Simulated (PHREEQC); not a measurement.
KBr is added in steps, without added water, to 1 kg of water holding 74 mmol/kgw NiSO4, 0.15 mmol/kgw MgSO4, 0.072 mmol/kgw NaF and 0.032 mmol/kgw Na2SO4, at 25 °C. Oxygen is held at 0.21 atm. No CO2 enters from the air. Solids allowed: Brucite, Ni(OH)2, Ni4(OH)6SO4, Mirabilite, Epsomite, Morenosite. Others were left out.

Base run: PHREEQC, ion-association model, wateq4f.dat. Each further column changes one thing. The table gives KSO4- (mol/kgw).

```csv
KBr added (mol),base,temperature from 25 to 45 °C,NiSO4 left out,MgSO4 left out,no solid may form
0,0,0,0,0,0
0.01156,0.000906,0.00115,(withheld),0.000905,0.000906
0.02544,0.00194,0.00245,1.59e-5,0.00194,0.00194
0.037,0.00276,(withheld),2.04e-5,0.00276,0.00276
0.04856,0.00355,(withheld),2.43e-5,0.00354,0.00355
0.06244,0.00445,(withheld),(withheld),0.00445,0.00445
0.074,0.00518,(withheld),(withheld),0.00517,0.00518
```

Task: Some entries are withheld; supply them.

Result: 
- 0.01156, NiSO4 left out: 8.85e-6
- 0.037, temperature from 25 to 45 °C: 0.00348
- 0.04856, temperature from 25 to 45 °C: 0.00446
- 0.06244, temperature from 25 to 45 °C: 0.00558
- 0.06244, NiSO4 left out: 2.82e-5
- 0.074, temperature from 25 to 45 °C: 0.00647
- 0.074, NiSO4 left out: 3.11e-5

 At this temperature some constants are extrapolated from 25 °C, and those without enthalpy data are left unchanged. Solids allowed in the column 'NiSO4 left out': Brucite, Mirabilite, Epsomite. Solids allowed in the column 'MgSO4 left out': Ni(OH)2, Ni4(OH)6SO4, Mirabilite, Morenosite.
